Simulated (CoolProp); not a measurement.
R1132(E) along the isobar 0.752 MPa: density (kg/m³) from the reference equation and from simpler models built on Tc = 348.8 K, pc = 5.174 MPa, ω = 0.245; each cubic takes its own stable root.

The numbers come from the reference Helmholtz-energy equation of state, Akasaka 2024 in CoolProp.

| T (K) | phase | reference |
|---|---|---|
| 287.6 | gas | 22.53 |
| 298.8 | gas | 21.35 |
| 310.1 | gas | 20.31 |
| 321.3 | gas | 19.39 |
| 332.6 | gas | 18.57 |
| 343.8 | gas | 17.83 |
| 355 | gas | 17.16 |
| 366.3 | gas | 16.54 |
| 377.5 | gas | 15.97 |
| 388.8 | gas | 15.44 |
| 400 | gas | 14.95 |

Task: How far does each simpler model (ideal gas, van der Waals, Peng-Robinson) lie from the reference over these 11 states: mean and median of the absolute difference, and the worst?

Result: 
- ideal gas: mean 6.1 %, median 5.5 %, worst -10.6 % at 287.6 K and 0.752 MPa
- van der Waals: mean 1.3 %, median 0.9 %, worst -3.6 % at 287.6 K and 0.752 MPa
- Peng-Robinson: mean 0.4 %, median 0.4 %, worst +0.5 % at 355 K and 0.752 MPa
